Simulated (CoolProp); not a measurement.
n-perfluorobutane along the isobar 101 kPa: Z from the reference equation and from simpler models built on Tc = 113.2 °C, pc = 2322 kPa, ω = 0.372; each cubic takes its own stable root.

Model: reference Helmholtz-energy equation of state, Gao 2022, in CoolProp.

| T (°C) | phase | reference |
|---|---|---|
| -16.55 | liquid | 0.006841 |
| -6.65 | liquid | 0.006728 |
| 3.25 | gas | 0.9554 |
| 13.15 | gas | 0.9605 |
| 23.05 | gas | 0.9648 |
| 32.95 | gas | 0.9685 |
| 42.85 | gas | 0.9717 |
| 52.75 | gas | 0.9746 |
| 62.65 | gas | 0.9770 |
| 72.55 | gas | 0.9792 |
| 82.45 | gas | 0.9811 |
| 92.35 | gas | 0.9828 |
| 102.25 | gas | 0.9844 |
| 112.15 | gas | 0.9857 |
| 122.05 | gas | 0.9870 |

Problem. How far does each simpler model (van der Waals, Soave-Redlich-Kwong, Peng-Robinson) lie from the reference over these 15 states: mean and median of the absolute difference, and the worst?

Solution. 
- van der Waals: mean 1887.7 %, median 0.6 %, worst +14293.6 % at -6.65 °C and 101 kPa
- Soave-Redlich-Kwong: mean 0.9 %, median 0.1 %, worst +5.7 % at -6.65 °C and 101 kPa
- Peng-Robinson: mean 1.1 %, median 0.3 %, worst -6.5 % at -16.55 °C and 101 kPa

At some of these states van der Waals gives the other phase, because its saturation line lies elsewhere.
